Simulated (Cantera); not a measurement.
## Fe + O2 + H2 (metals in furnace atmospheres)

Feed: 1 mol Fe, 0.16 mol O2, 18 mol H2, at 1448.15 K and 0.730 bar.

Method: chemical equilibrium by Gibbs-energy minimisation in Cantera with the NASA 1993 tables (ideal gas, pure condensed phases). Candidate condensed phases: Fe, FeO, Fe(OH)2, Fe(OH)3, Fe2O3, Fe3O4, H2O; 12 gas species. Equilibrium is a limit: real reactors are often held back by kinetics, nucleation or transport.

| Property | Result |
|---|---|
| x(H2) | 0.982 |
| x(H2O) | 0.0178 |
| x(H) | 1.07e-5 |
| n(Fe(γ)) | 1.000 mol |
| gas amount | 18.00 mol |
| log10 activity of Fe(OH)2(s) (absent) | -8.74 |
| log10 activity of Fe(OH)3(s) (absent) | -15.42 |
